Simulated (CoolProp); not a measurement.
Vapour-liquid equilibrium of R134a (1) + methanol (2) at 2.75 kPa; x and y are mole fractions of (1).

Model: multi-fluid Helmholtz-energy mixture model, Tillner-Roth 1994 and de Reuck 1993; pair parameters Bell 2016, in CoolProp.

```json
[
 {"x": "0.05", "bubble temperature (K)": "206.3", "y at the bubble point": "0.995", "dew temperature at overall composition x (K)": "266.4", "liquid density (mol/L)": "26.37"},
 {"x": "0.2", "bubble temperature (K)": "195.5", "y at the bubble point": "0.999", "dew temperature at overall composition x (K)": "263.8", "liquid density (mol/L)": "24.18"},
 {"x": "0.35", "bubble temperature (K)": "194.2", "y at the bubble point": "0.999", "dew temperature at overall composition x (K)": "260.8", "liquid density (mol/L)": "22.01"},
 {"x": "0.5", "bubble temperature (K)": "193.7", "y at the bubble point": "0.999", "dew temperature at overall composition x (K)": "257.1", "liquid density (mol/L)": "20.07"},
 {"x": "0.65", "bubble temperature (K)": "192.9", "y at the bubble point": "0.999", "dew temperature at overall composition x (K)": "252.3", "liquid density (mol/L)": "18.36"},
 {"x": "0.8", "bubble temperature (K)": "191.8", "y at the bubble point": "1.000", "dew temperature at overall composition x (K)": "245.1", "liquid density (mol/L)": "16.85"},
 {"x": "0.95", "bubble temperature (K)": "190.3", "y at the bubble point": "1.000", "dew temperature at overall composition x (K)": "229.1", "liquid density (mol/L)": "15.50"}
]
```

No azeotrope shows between x = 0.05 and 0.95.

Pair parameters are fitted to limited data, so mixtures are less certain than the pure fluids. With so large a gap from Raoult's law the liquid may split in two, which this calculation doesn't test in full.
